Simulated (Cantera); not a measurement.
An adiabatic, constant-volume homogeneous reactor starts with H2 : O2 : N2 = 1 : 0.385 : 1.45 (molar parts), at 1198 K and 405 Torr. Integrator tolerance rtol = 1e-08.

Detailed kinetics in Cantera: the H2/O2 subset of GRI-Mech 3.0, which has no nitrogen chemistry.

Q: What does this change do: pressure from 405 Torr to 11300 Torr?

A: 
```
quantity                                                            before                                    after
---------------------------------  ---------------------------------------  ---------------------------------------
time of steepest temperature rise                                  83.4 µs                                  97.2 µs
temperature at 6.00 s                                               2908 K                                   3226 K
equilibrium temperature                                             2908 K                                   3226 K
x(H2) at 6.00 s                        0.103 (gas-phase equilibrium 0.103)    0.0986 (gas-phase equilibrium 0.0986)
x(O2) at 6.00 s                    0.00567 (gas-phase equilibrium 0.00567)  0.00195 (gas-phase equilibrium 0.00195)
x(H2O2) at 6.00 s                  3.16e-7 (gas-phase equilibrium 3.16e-7)  1.78e-6 (gas-phase equilibrium 1.78e-6)
x(OH) at 6.00 s                      0.0270 (gas-phase equilibrium 0.0270)    0.0179 (gas-phase equilibrium 0.0179)
x(HO2) at 6.00 s                   3.97e-6 (gas-phase equilibrium 3.97e-6)  7.64e-6 (gas-phase equilibrium 7.64e-6)
x(H) at 6.00 s                       0.0351 (gas-phase equilibrium 0.0351)    0.0159 (gas-phase equilibrium 0.0159)
x(O) at 6.00 s                     0.00570 (gas-phase equilibrium 0.00570)  0.00173 (gas-phase equilibrium 0.00173)
```
The hydrogen kinetics of GRI-Mech 3.0 are dated; newer H2 mechanisms differ, most at raised pressure. The pressure lies above the range GRI-Mech 3.0 was tuned for (to about 10 atm). Above 3000 K some thermodynamic fits are extrapolated.

Q: What does this change do: pressure from 405 Torr to 660 Torr?

A: 
```tsv
quantity	before	after
time of steepest temperature rise	83.4 µs	52.2 µs
temperature at 6.00 s	2908 K	2958 K
equilibrium temperature	2908 K	2958 K
x(H2) at 6.00 s	0.103 (gas-phase equilibrium 0.103)	0.102 (gas-phase equilibrium 0.102)
x(O2) at 6.00 s	0.00567 (gas-phase equilibrium 0.00567)	0.00506 (gas-phase equilibrium 0.00506)
x(H2O2) at 6.00 s	3.16e-7 (gas-phase equilibrium 3.16e-7)	4.21e-7 (gas-phase equilibrium 4.21e-7)
x(OH) at 6.00 s	0.0270 (gas-phase equilibrium 0.0270)	0.0261 (gas-phase equilibrium 0.0261)
x(HO2) at 6.00 s	3.97e-6 (gas-phase equilibrium 3.97e-6)	4.57e-6 (gas-phase equilibrium 4.57e-6)
x(H) at 6.00 s	0.0351 (gas-phase equilibrium 0.0351)	0.0319 (gas-phase equilibrium 0.0319)
x(O) at 6.00 s	0.00570 (gas-phase equilibrium 0.00570)	0.00500 (gas-phase equilibrium 0.00500)
```
